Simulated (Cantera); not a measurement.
A freely propagating, adiabatic, planar premixed flame of 14.0 % CH₄, 21.5 % O₂, 64.5 % N₂, unburnt at 425 K and 1130 Torr; mixture-averaged transport, grid criteria slope 0.08 and curve 0.16, no radiation.

Computed with Cantera and GRI-Mech 3.0 (53 species, 325 reactions). Burning velocities carry a grid error of a few per cent, more on coarse grids.

Task: Predict: laminar burning velocity; thermal thickness; peak x(CO); peak x(H₂O₂); peak x(C₂H).

Result: 
```
Property                      Value
------------------------  ---------
laminar burning velocity  67.5 cm/s
thermal thickness          0.258 mm
peak x(CO)                   0.0848
peak x(H₂O₂)                2.05e-5
peak x(C₂H)                 2.90e-6
```
